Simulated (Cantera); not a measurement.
A perfectly stirred reactor is fed with C₂H₆ : H₂ = 1 : 74 (molar parts), at 0.0263 atm; it is held at 1975 K, and followed from long to short residence time.

Computed with Cantera and GRI-Mech 3.0 (53 species, 325 reactions). GRI-Mech 3.0 stops at C3 and has no aromatics, soot or wall deposition, so with more carbon than oxygen in the feed, carbon stays in small species such as C2H2 where larger ones or solid carbon would form. Radical loss at walls, strong at low pressure, is not modelled.

x: mole fraction; the columns are a selection and need not sum to one.

| τ (s) | x C₂H₆ | x H₂ | x C₂H₂ | x CH₄ | x C₂H | x C₂H₄ |
|---|---|---|---|---|---|---|
| 8.0 | 3.05e-8 | 0.979 | 0.0126 | 0.000556 | 1.79e-6 | [?] |
| 2.4 | 1.04e-7 | 0.979 | 0.0123 | 0.00104 | 1.70e-6 | [?] |
| 0.70 | 3.68e-7 | 0.978 | 0.0118 | 0.00200 | 1.54e-6 | [?] |
| 0.21 | 1.27e-6 | 0.978 | 0.0108 | 0.00374 | 1.33e-6 | [?] |
| 0.061 | 4.47e-6 | 0.977 | 0.00921 | 0.00668 | 1.06e-6 | [?] |
| 0.018 | 1.50e-5 | 0.975 | 0.00711 | 0.0104 | 8.02e-7 | [?] |
| 0.0053 | 4.91e-5 | 0.972 | 0.00508 | 0.0138 | 5.84e-7 | [?] |
| 0.0016 | 0.000156 | 0.971 | 0.00360 | 0.0158 | 4.27e-7 | [?] |
| 0.00046 | 0.000522 | 0.971 | 0.00242 | 0.0160 | 2.87e-7 | [?] |
| 0.00014 | 0.00163 | 0.972 | 0.00123 | 0.0141 | 1.35e-7 | [?] |

### Question
Some entries are withheld; supply them.

### Answer

- 8.0, x C₂H₄: 2.77e-6
- 2.4, x C₂H₄: 3.22e-6
- 0.70, x C₂H₄: 4.82e-6
- 0.21, x C₂H₄: 1.00e-5
- 0.061, x C₂H₄: 2.59e-5
- 0.018, x C₂H₄: 6.56e-5
- 0.0053, x C₂H₄: 0.000154
- 0.0016, x C₂H₄: 0.000351
- 0.00046, x C₂H₄: 0.000819
- 0.00014, x C₂H₄: 0.00150
